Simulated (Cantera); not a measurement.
An isothermal, constant-pressure homogeneous reactor starts with C3H8 : H2 = 1 : 47 (molar parts), at 1575 K and 13300 Pa. Integrator tolerance rtol = 1e-08.

Cantera simulation using GRI-Mech 3.0 (53 species, 325 reactions); the numbers are that mechanism's predictions, not measurements. GRI-Mech 3.0 was tuned for natural gas; its chemistry of propane as a main component is partial and can be far from experiment. GRI-Mech 3.0 stops at C3 and has no aromatics, soot or wall deposition, so with more carbon than oxygen in the feed, carbon stays in small species such as C2H2 where larger ones or solid carbon would form.

Problem. What does this change do: pressure from 13300 Pa to 100000 Pa?

Solution. 
| quantity | before | after |
|---|---|---|
| x(C3H8) at 20.0 s | 2.89e-11 (gas-phase equilibrium 2.74e-11) | 2.98e-9 (gas-phase equilibrium 2.98e-9) |
| x(H2) at 20.0 s | 0.966 (gas-phase equilibrium 0.966) | 0.951 (gas-phase equilibrium 0.951) |
| x(CH4) at 20.0 s | 0.00832 (gas-phase equilibrium 0.00789) | 0.0373 (gas-phase equilibrium 0.0373) |
| x(C2H2) at 20.0 s | 0.0251 (gas-phase equilibrium 0.0253) | 0.0105 (gas-phase equilibrium 0.0105) |
| x(C2H6) at 20.0 s | 3.04e-7 (gas-phase equilibrium 2.90e-7) | 6.57e-6 (gas-phase equilibrium 6.57e-6) |
| x(CH2) at 20.0 s | 2.07e-9 (gas-phase equilibrium 1.97e-9) | 1.26e-9 (gas-phase equilibrium 1.26e-9) |
